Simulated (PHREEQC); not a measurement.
**Polishing slurry liquid: speciation**

Dissolve 0.0074 mol H2SO4, 4.4e-05 mol K2SO4 and 7.8e-05 mol H3BO3 per kg of water at 70 °C. It is in equilibrium with CO2 at log p = -3.5 (atm). Otherwise closed; pH follows from the charge balance.

The numbers come from PHREEQC with the ion-association model, phreeqc.dat.

| Item | Value |
|---|---|
| pH | 2.05 |
| ionic strength | 0.0126 mol/kgw |
| specific conductance | 8320 µS/cm |
| total alkalinity | -14.8 meq/kg |

```
species  molality  activity   log γ
-------  --------  --------  ------
H+        0.00995   0.00894  -0.047
HSO4-     0.00485   0.00428  -0.054
SO4-2     0.00259   0.00159  -0.212
K+        8.61e-5   7.58e-5  -0.055
H3BO3     7.80e-5   7.82e-5   0.001
CO2       4.49e-6   4.51e-6   0.001
KSO4-     1.89e-6   1.68e-6  -0.052
```

No solid was allowed to form. Species that the database lacks are ignored. Away from 25 °C the constants follow the database's enthalpies or fits; those with neither stay at their 25 °C values.
